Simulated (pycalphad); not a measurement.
Computed with pycalphad from the COST 507 light-alloy database (1999), at 1 atm. These are 1990s assessments: newer ones move some temperatures and phases. Diffusion is slow at the low end, where real alloys seldom reach equilibrium.

Q: How does the equilibrium phase assembly of B-45N (at.%) change on cooling from 3700 K to 500 K?

A: 
```json
[
 {"T (K)": "2669.8", "phases above": "gas + liquid", "phases below": "BN_HP4 + liquid"},
 {"T (K)": "2348.0", "phases above": "BN_HP4 + liquid", "phases below": "β-boron + BN_HP4"}
]
```
Changes were sought between steps of 100 K, so a narrower field can be missed. At the top of the range, 3700 K, the alloy is not yet fully liquid: it holds liquid + gas.

Database names, with the compositions (at.%) that they take in these runs: BN_HP4: B 50 N 50.
